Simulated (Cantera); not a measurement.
Feed: 1 mol Si₃H₈, 0.014 mol Cl₂, 100 mol N₂, held at 1450 °C and 10.0 mbar.

Equilibrium computed with Cantera from the NASA thermochemical tables; the gas is ideal and each condensed phase is pure. Candidate condensed phases: NH₄Cl, Si, Si₃N₄; 28 gas species. The feed counts by its element totals alone. Rates play no part.

Base state: N₂ 0.960, H₂ 0.0389, H 0.000360, HCl 0.000267, Si 3.86e-5 (mole fractions); condensed: Si₃N₄(s).

Problem. What changes in the equilibrium state with this change: Cl₂ from 0.014 to 0.72 mol?

Solution. 
```json
[
 {"species": "N₂", "before": "0.960", "after": "0.954"},
 {"species": "H₂", "before": "0.0389", "after": "0.0345"},
 {"species": "HCl", "before": "0.000267", "after": "0.00835"},
 {"species": "SiCl₂", "before": "2.49e-6", "after": "0.00276"},
 {"species": "SiCl", "before": "7.29e-7", "after": "2.43e-5"},
 {"species": "Cl", "before": "1.91e-6", "after": "6.35e-5"},
 {"species": "H", "before": "0.000360", "after": "0.000339"},
 {"species": "Si", "before": "3.86e-5", "after": "3.88e-5"},
 {"species": "Si₃N₄(s), mol", "before": "0.998", "after": "0.903"}
]
```
The tables' values for SiCl are old estimates; treat these amounts as uncertain.
